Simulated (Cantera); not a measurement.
An isothermal, constant-pressure homogeneous reactor starts with 31.2 % C3H8, 68.8 % H2, at 2000 K and 20.0 Torr.

Model: GRI-Mech 3.0 (53 species, 325 reactions), integrated in Cantera. GRI-Mech 3.0 was tuned for natural gas; its chemistry of propane as a main component is partial and can be far from experiment. GRI-Mech 3.0 stops at C3 and has no aromatics, soot or wall deposition, so with more carbon than oxygen in the feed, carbon stays in small species such as C2H2 where larger ones or solid carbon would form. Radical loss at walls, strong at low pressure, is not modelled.

x: mole fraction; the columns are a selection and need not sum to one.

| t (s) | x C3H8 | x H2 | x C2H6 | x CH3 | x C2H2 | x C2H | x C2H4 |
|---|---|---|---|---|---|---|---|
| 1.00e-6 | 0.302 | 0.682 | ? | 0.00768 | 8.89e-8 | <1e-12 | 0.000448 |
| 3.32e-6 | 0.273 | 0.669 | ? | 0.0245 | 4.10e-6 | 9.87e-11 | 0.00483 |
| 1.10e-5 | 0.176 | 0.624 | ? | 0.0779 | 0.000318 | 2.77e-8 | 0.0406 |
| 3.67e-5 | 0.0163 | 0.522 | ? | 0.131 | 0.0208 | 7.80e-6 | 0.128 |
| 0.000122 | 4.24e-6 | 0.579 | ? | 0.0492 | 0.131 | 3.73e-5 | 0.0568 |
| 0.000405 | 4.84e-7 | 0.632 | ? | 0.0204 | 0.185 | 2.67e-5 | 0.0145 |
| 0.00135 | 1.02e-7 | 0.669 | ? | 0.0112 | 0.207 | 2.17e-5 | 0.00351 |
| 0.00447 | 1.81e-8 | 0.706 | ? | 0.00631 | 0.223 | 2.27e-5 | 0.00108 |
| 0.0149 | 1.10e-9 | 0.736 | ? | 0.00267 | 0.235 | 2.82e-5 | 0.000204 |
| 0.0494 | 1.30e-11 | 0.749 | ? | 0.000706 | 0.240 | 4.07e-5 | 4.52e-5 |
| 0.164 | <1e-12 | 0.750 | ? | 0.000131 | 0.241 | 5.12e-5 | 3.27e-5 |
| 0.545 | <1e-12 | 0.750 | 5.14e-10 | 3.87e-5 | 0.241 | 5.21e-5 | 3.23e-5 |
| 1.81 | <1e-12 | 0.750 | 3.26e-10 | 2.95e-5 | 0.241 | 5.21e-5 | 3.23e-5 |
| 6.02 | <1e-12 | 0.750 | 3.25e-10 | 2.95e-5 | 0.241 | 5.21e-5 | 3.23e-5 |
| 20.0 | <1e-12 | 0.750 | 3.25e-10 | 2.95e-5 | 0.241 | 5.21e-5 | 3.23e-5 |

Task: Complete the blanks.

Result: 
- 1.00e-6, x C2H6: 9.04e-5
- 3.32e-6, x C2H6: 0.000822
- 1.10e-5, x C2H6: 0.00457
- 3.67e-5, x C2H6: 0.00624
- 0.000122, x C2H6: 0.000732
- 0.000405, x C2H6: 0.000201
- 0.00135, x C2H6: 7.28e-5
- 0.00447, x C2H6: 2.34e-5
- 0.0149, x C2H6: 3.64e-6
- 0.0494, x C2H6: 1.88e-7
- 0.164, x C2H6: 5.23e-9
